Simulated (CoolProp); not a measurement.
Vapour-liquid equilibrium of n-octane (1) + n-dodecane (2) at 334.4 K; x and y are mole fractions of (1).

Computed with CoolProp (multi-fluid Helmholtz-energy mixture model, Beckmüller 2019 and Lemmon 2004; pair parameters Bell 2016).

| x | bubble pressure, mixture model (bar) | bubble pressure, Raoult's law (bar) | y, mixture model | y, Raoult's law |
|---|---|---|---|---|
| 0.05 | 0.007352 | 0.007866 | 0.682 | 0.704 |
| 0.125 | 0.01484 | 0.01598 | 0.855 | 0.866 |
| 0.2 | 0.02251 | 0.02410 | 0.913 | 0.919 |
| 0.275 | 0.03035 | 0.03222 | 0.941 | 0.945 |
| 0.35 | 0.03837 | 0.04033 | 0.959 | 0.960 |
| 0.425 | 0.04653 | 0.04845 | 0.970 | 0.971 |
| 0.5 | 0.05480 | 0.05657 | 0.978 | 0.978 |
| 0.575 | ___ | 0.06468 | 0.984 | 0.984 |
| 0.65 | 0.07159 | 0.07280 | 0.988 | 0.988 |
| 0.725 | ___ | 0.08092 | 0.992 | 0.992 |
| 0.8 | 0.08847 | 0.08903 | 0.995 | 0.994 |
| 0.875 | ___ | 0.09715 | 0.997 | 0.997 |
| 0.95 | ___ | 0.1053 | 0.999 | 0.999 |

Problem. Complete the blanks.

Solution. 
- 0.575, bubble pressure, mixture model (bar): 0.06317
- 0.725, bubble pressure, mixture model (bar): 0.08004
- 0.875, bubble pressure, mixture model (bar): 0.09685
- 0.95, bubble pressure, mixture model (bar): 0.1052

The largest gap from Raoult's law is -7.1 % in bubble pressure, at x = 0.125. No azeotrope shows between x = 0.05 and 0.95.

The pair parameters rest on a limited set of measurements; away from them the model extrapolates.
